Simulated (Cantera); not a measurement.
Feed: 1 mol Si2H6, 0.2 mol O3, 10 mol H2, at 0.0100 bar.

Equilibrium computed with Cantera from the NASA thermochemical tables; the gas is ideal and each condensed phase is pure. Candidate condensed phases: H2O, Si, SiO2; 18 gas species. The feed counts by its element totals alone. Equilibrium is a limit: real reactors are often held back by kinetics, nucleation or transport.

Problem. At 1498 K, list the 3 most abundant gas species with their mole fractions, and the condensed phases.

Solution. H2 0.956, SiO 0.0441, H 0.000168. Condensed: Si(s).
